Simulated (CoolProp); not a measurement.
Properties of ammonia along the isobar 0.101 MPa.

Model: reference Helmholtz-energy equation of state, Gao 2020, in CoolProp.

```tsv
T (°C)	phase	density (kg/m³)	speed of sound (m/s)	Joule-Thomson coefficient (K/MPa)	expansivity (1/kK)	conductivity (mW/(m K))
39.45	gas	0.6676	443.2	23.75	3.309	26.3
46.05	gas	0.6534	447.7	22.03	3.231	27.0
52.55	gas	0.6399	452.1	20.52	3.158	27.7
59.05	gas	0.6271	456.4	19.17	3.089	28.4
65.55	gas	0.6147	460.6	17.95	3.024	29.1
72.15	gas	0.6027	464.8	16.83	2.961	29.9
78.65	gas	0.5913	468.9	15.84	2.901	30.7
85.15	gas	0.5804	473.0	14.94	2.845	31.5
91.75	gas	0.5697	477.0	14.10	2.790	32.4
98.25	gas	0.5596	481.0	13.35	2.738	33.2
104.75	gas	0.5498	484.9	12.65	2.688	34.1
```

Thermal conductivity comes from a separate model (Tufeu 1984).
